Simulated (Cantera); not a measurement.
Input (Python, Cantera) and output of one run.

```python
import numpy as np
import cantera as ct

gas_names = """
    CL CL2 H HCL H2 Mg MgCL MgCL2 MgH MgN Mg2 N NH NH2 NH3 N2 N2H2 N2H4
""".split()
cond_names = """
    Mg(cr) Mg(L) MgCL2(s) MgCL2(L) NH4CL(a) NH4CL(b)
""".split()


def load(file, names, dense=False):
    # The tables refer to 1 bar. Condensed volumes are neglected.
    table = {s.name: s for s in ct.Species.list_from_file(file)}
    out = []
    for n in names:
        d = dict(table[n].input_data)
        d["thermo"] = dict(d["thermo"], **{"reference-pressure": 1e5})
        if dense:
            d["equation-of-state"] = {"model": "constant-volume", "density": "1e6 g/cm^3"}
        out.append(ct.Species.from_dict(d))
    return out


gas = ct.Solution(thermo="ideal-gas", species=load("nasa_gas.yaml", gas_names))
cond = {s.name: ct.Solution(thermo="fixed-stoichiometry", species=[s], name=s.name)
        for s in load("nasa_condensed.yaml", cond_names, dense=True)}
atoms = {
    'MgCl2': {'Mg': 1, 'CL': 2},
    'H2': {'H': 2},
    'N2': {'N': 2},
}
top_T = {}  # K; cautious upper limits of use, not melting points


def equilibrate(T, P, feed):
    n = {}
    for name, mol in feed.items():
        for a, k in atoms[name].items():
            n[a] = n.get(a, 0.0) + k * mol
    gas.TPX = T, P, n
    mass = sum(n.values()) * gas.mean_molecular_weight
    gas.equilibrate("TP")
    valid = [c for c in cond.values() if c.min_temp <= T <= top_T.get(c.name, c.max_temp)]
    mix = ct.Mixture([(gas, mass / gas.mean_molecular_weight)] + [(c, 0.0) for c in valid])
    mix.T, mix.P = T, P
    mix.equilibrate("TP", solver="vcs", rtol=1e-11, max_steps=5000)
    return mix


results = []
feed = {'MgCl2': 1, 'H2': 2.2, 'N2': 13}  # mol
P = 10000  # Pa
for T in [675, 750, 825, 900, 975, 1050, 1125, 1200, 1275, 1350, 1425, 1500, 1575, 1650]:
    mix = equilibrate(T, P, feed)
    results.append((T, P, feed, dict(zip(mix.species_names, mix.species_moles))))

top = {s: max(r[3][s] / sum(r[3][g] for g in gas_names) for r in results) for s in gas_names}
cols = sorted((s for s in top if top[s] > 1e-05), key=lambda s: -top[s])[:6]
seen = [c for c in cond_names if any(r[3].get(c, 0) > 1e-12 for r in results)]
print("log10 of partial pressures in bar; condensed amounts in mol")
print(f"{'T/K':>10s}" + "".join(f"{s[:9]:>10s}" for s in cols + seen))
for T, P, feed, n in results:
    ng = sum(n[g] for g in gas_names)
    print(f"{T:10.4g}" + "".join(f"{np.log10(max(n[s] / ng * P / 1e5, 1e-99)):10.3f}" for s in cols)
          + "".join(f"{n.get(c, 0):10.4g}" for c in seen))
```

Result:

```
log10 of partial pressures in bar; condensed amounts in mol
       T/K        N2        H2     MgCL2       HCL        Mg      MgCL  MgCL2(s)  MgCL2(L)
       675    -1.068    -1.840    -9.716   -10.952   -11.244   -15.585         1         0
       750    -1.068    -1.840    -7.845    -9.420    -9.721   -13.288         1         0
       825    -1.068    -1.839    -6.324    -8.174    -8.475   -11.416    0.9999         0
       900    -1.068    -1.839    -5.065    -7.139    -7.441    -9.863    0.9987         0
       975    -1.068    -1.840    -4.007    -6.266    -6.570    -8.556     0.985         0
      1050    -1.070    -1.842    -3.244    -5.568    -5.874    -7.534         0    0.9126
      1125    -1.079    -1.850    -2.615    -4.975    -5.285    -6.673         0    0.6211
      1200    -1.096    -1.868    -2.211    -4.508    -4.823    -6.020         0         0
      1275    -1.096    -1.868    -2.212    -4.213    -4.529    -5.680         0         0
      1350    -1.096    -1.869    -2.214    -3.950    -4.268    -5.379         0         0
      1425    -1.096    -1.871    -2.217    -3.717    -4.036    -5.111         0         0
      1500    -1.096    -1.873    -2.222    -3.508    -3.828    -4.873         0         0
      1575    -1.097    -1.876    -2.229    -3.320    -3.642    -4.659         0         0
      1650    -1.097    -1.880    -2.238    -3.151    -3.474    -4.468         0         0
```

Cantera equilibrium calculation (NASA polynomials, part measured and part estimated; ideal gas, pure solids and liquids).
